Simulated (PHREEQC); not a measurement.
Consider water at 25 °C with 0.1 mol/kgw K2CO3 and 0.17 mol/kgw KH2PO4. Closed to the air; pH follows from the charge balance.

Model: ion-association model, phreeqc.dat, run in PHREEQC.

Problem. The ionic strength comes out as 0.455 mol/kgw. What activity coefficients do K+, PO4-3, CO3-2, HPO4-2, H2PO4- get?

Solution. K+ 0.65, PO4-3 0.023, CO3-2 0.24, HPO4-2 0.22, H2PO4- 0.70.

This is a speciation only: nothing precipitates in the calculation. Complexes and solids missing from the database can't appear.
